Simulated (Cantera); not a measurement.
Input: 1 mol SiCl4, 2.8 mol Cl2, 1.6 mol H2, at 31000 Pa.

Method: chemical equilibrium by Gibbs-energy minimisation in Cantera with the NASA 1993 tables (ideal gas, pure condensed phases). Candidate condensed phases: Si; 19 gas species. Equilibrium is a limit: real reactors are often held back by kinetics, nucleation or transport. All values below are at 1348 K.

Base state: HCl 0.588, Cl2 0.213, SiCl4 0.184, Cl 0.0155 (mole fractions); condensed: gas only.

Q: What changes in the equilibrium state with this change: H2 from 1.6 to 0.5 mol?

A: 
```tsv
species	before	after
Cl2	0.213	0.516
HCl	0.588	0.230
SiCl4	0.184	0.230
Cl	0.0155	0.0242
```

Q: What changes in the equilibrium state with this change: H2 from 1.6 to 15 mol?

A: 
```json
[
 {"species": "H2", "before": "1.72e-8", "after": "0.635"},
 {"species": "HCl", "before": "0.588", "after": "0.312"},
 {"species": "SiCl4", "before": "0.184", "after": "0.0402"},
 {"species": "Cl2", "before": "0.213", "after": "1.62e-9"},
 {"species": "Cl", "before": "0.0155", "after": "1.36e-6"},
 {"species": "SiHCl3", "before": "<1e-9", "after": "0.00464"},
 {"species": "SiCl2", "before": "<1e-9", "after": "0.00305"},
 {"species": "SiH2Cl2", "before": "<1e-9", "after": "7.81e-5"}
]
```
The tables' values for SiCl3 are old estimates; treat these amounts as uncertain.
